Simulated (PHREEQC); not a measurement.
Make-up at 25 °C: 0.17 mol HF, 0.12 mol NH4HF2 and 0.00063 mol H2SiF6 per kg of water. Closed to the air; pH follows from the charge balance.

Equilibrium calculation in PHREEQC: ion-association model, wateq4f.dat.

This is a speciation only: nothing precipitates in the calculation.

**Question.** Order these F species by the share of F that they hold, largest first: SiF6-2, HF, HF2-, F-, H2F2.

**Answer.** HF (34 %), H2F2 (26 %), HF2- (21 %), F- (19 %), SiF6-2 (0.91 %)

The pH is 2.78 and the ionic strength 0.123 mol/kgw. wateq4f.dat counts part of the HF as a dimer, H2F2, which phreeqc.dat doesn't know; its constant is uncertain. SiF6-2 is the database's only silicon fluoride.
